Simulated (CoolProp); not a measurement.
Nitrous oxide at several states: fugacity coefficient from the reference equation and from simpler models built on Tc = 36.4 °C, pc = 7.245 MPa, ω = 0.161; each cubic takes its own stable root.

Model: reference Helmholtz-energy equation of state, Lemmon 2006, in CoolProp. It is a short technical equation, of lower accuracy than the large ones.

| T (°C) | p (MPa) | phase | reference | Redlich-Kwong | Peng-Robinson |
|---|---|---|---|---|---|
| -60.55 | 0.0283 | gas | 0.9956 | 0.9962 | 0.9958 |
| -30.65 | 1.17 | gas | 0.8798 | 0.8917 | 0.8800 |
| 220.05 | 5.13 | gas | 0.9555 | 0.9467 | 0.9486 |
| -42.55 | 18.3 | liquid | 0.06030 | 0.07549 | 0.05924 |
| -68.75 | 0.0134 | gas | 0.9977 | 0.9980 | 0.9978 |
